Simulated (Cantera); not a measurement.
Input (Python, Cantera) and output of one run.

```python
import numpy as np
import cantera as ct

gas_names = """
    CL CL2 H HCL H2 N NH NH2 NH3 N2 N2H2 N2H4 Ti TiCL TiCL2 TiCL3 TiCL4
""".split()
cond_names = """
    NH4CL(a) NH4CL(b) Ti(a) Ti(b) Ti(L) TiCL2(s) TiCL3(s) TiCL4(L) TiN(s) TiN(L)
""".split()


def load(file, names, dense=False):
    # The tables refer to 1 bar. Condensed volumes are neglected.
    table = {s.name: s for s in ct.Species.list_from_file(file)}
    out = []
    for n in names:
        d = dict(table[n].input_data)
        d["thermo"] = dict(d["thermo"], **{"reference-pressure": 1e5})
        if dense:
            d["equation-of-state"] = {"model": "constant-volume", "density": "1e6 g/cm^3"}
        out.append(ct.Species.from_dict(d))
    return out


gas = ct.Solution(thermo="ideal-gas", species=load("nasa_gas.yaml", gas_names))
cond = {s.name: ct.Solution(thermo="fixed-stoichiometry", species=[s], name=s.name)
        for s in load("nasa_condensed.yaml", cond_names, dense=True)}
atoms = {
    'TiCl4': {'Ti': 1, 'CL': 4},
    'NH3': {'N': 1, 'H': 3},
    'N2': {'N': 2},
}
top_T = {'TiCL2(s)': 1300, 'TiCL3(s)': 1000}  # K; cautious upper limits of use, not melting points


def equilibrate(T, P, feed):
    n = {}
    for name, mol in feed.items():
        for a, k in atoms[name].items():
            n[a] = n.get(a, 0.0) + k * mol
    gas.TPX = T, P, n
    mass = sum(n.values()) * gas.mean_molecular_weight
    gas.equilibrate("TP")
    valid = [c for c in cond.values() if c.min_temp <= T <= top_T.get(c.name, c.max_temp)]
    mix = ct.Mixture([(gas, mass / gas.mean_molecular_weight)] + [(c, 0.0) for c in valid])
    mix.T, mix.P = T, P
    mix.equilibrate("TP", solver="vcs", rtol=1e-11, max_steps=5000)
    return mix


results = []
feed = {'TiCl4': 1, 'NH3': 0.24, 'N2': 17}  # mol
T = 2148.15  # K
P = 100000  # Pa
mix = equilibrate(T, P, feed)
results.append((T, P, feed, dict(zip(mix.species_names, mix.species_moles))))
x = sorted(zip(gas.X, gas.species_names), reverse=True)
print(f"T = {T:g} K  P = {P:g} Pa  gas = {mix.phase_moles(0):.4g} mol")
print("   x: " + "  ".join(f"{s} {v:.3e}" for v, s in x if v > 0.0001))
print("   condensed (mol): " + ("  ".join(f"{mix.phase(i).name} {mix.phase_moles(i):.4g}"
      for i in range(1, mix.n_phases) if mix.phase_moles(i) > 1e-12) or "none"))
```

Output:

```
T = 2148.15 K  P = 100000 Pa  gas = 18.94 mol
   x: N2 9.038e-01  TiCL3 3.951e-02  HCL 3.715e-02  TiCL4 1.157e-02  CL 5.744e-03  TiCL2 1.712e-03  H2 3.898e-04
   condensed (mol): none
```

Cantera equilibrium calculation (NASA polynomials, part measured and part estimated; ideal gas, pure solids and liquids). The tables' values for TiCl2 are old estimates; treat these amounts as uncertain.
